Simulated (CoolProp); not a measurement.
The fluid at 298.15 K and 0.593 MPa flows at 7.4 m/s in a round tube of 6 mm bore and 0.25 µm roughness, fully developed (64/Re and Nu = 3.66 if laminar; Colebrook and Gnielinski if turbulent). The same conditions are run with several fluids, on thermodynamics alone (safety and materials aside).

Computed with CoolProp (reference Helmholtz-energy equation of state of each fluid (CF4 (R14): Platzer 1990; oxygen: Schmidt 1985; R22: Kamei 1995; R410A: Lemmon 2003; CH2F2 (R32): Tillner-Roth 1997)). The equations of Platzer and Polt are older, rougher fits. Blends and air are pseudo-pure fits.

**Question.** Rank CF4 (R14), oxygen, R22, R410A, CH2F2 (R32) by Reynolds number, highest first.

**Answer.** R22 (73200), R410A (64300), CF4 (R14) (54600), CH2F2 (R32) (44600), oxygen (16500)

| fluid | Darcy friction factor | pressure drop (Pa/m) | heat-transfer coefficient (W/(m² K)) | mass flow (kg/h) |
|---|---|---|---|---|
| CF4 (R14) | 0.0206 | 2030 | 319 | 16.2 |
| oxygen | 0.0272 | 955 | 197 | 5.79 |
| R22 | 0.0194 | 2020 | 316 | 17.2 |
| R410A | 0.0199 | 1720 | 336 | 14.2 |
| CH2F2 (R32) | 0.0216 | 1330 | 266 | 10.1 |

Transport values come from each fluid's own correlations; those of CF4 (R14), R22, CH2F2 (R32) are estimates that may be off by 10 % or more.
